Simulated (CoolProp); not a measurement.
R245fa along the isotherm 166.85 °C: Z from the reference equation and from simpler models built on Tc = 153.9 °C, pc = 3.651 MPa, ω = 0.378; each cubic takes its own stable root.

The numbers come from the reference Helmholtz-energy equation of state, Akasaka 2015 in CoolProp.

| p (MPa) | phase | reference | van der Waals | Soave-Redlich-Kwong | Peng-Robinson |
|---|---|---|---|---|---|
| 2.81 | gas | 0.7118 | 0.7266 | 0.7144 | 0.6896 |
| 5.62 | supercritical | 0.2716 | 0.3681 | 0.3367 | 0.3079 |
| 8.43 | supercritical | 0.3495 | 0.4825 | 0.4096 | 0.3707 |
| 11.2 | supercritical | 0.4359 | 0.6004 | 0.4962 | 0.4478 |
| 14 | supercritical | 0.5227 | 0.7180 | 0.5837 | 0.5261 |
| 16.9 | supercritical | 0.6112 | 0.8377 | 0.6728 | 0.6059 |
| 19.7 | supercritical | 0.6953 | 0.9514 | 0.7572 | 0.6817 |
| 22.5 | supercritical | 0.7781 | 1.064 | 0.8401 | 0.7563 |
| 25.3 | supercritical | 0.8597 | 1.174 | 0.9218 | 0.8298 |
| 28.1 | supercritical | 0.9402 | 1.284 | 1.002 | 0.9023 |
| 30.9 | supercritical | 1.020 | 1.392 | 1.082 | 0.9740 |
| 33.7 | supercritical | 1.098 | 1.500 | 1.160 | 1.045 |
| 36.5 | supercritical | 1.176 | 1.607 | 1.238 | 1.115 |
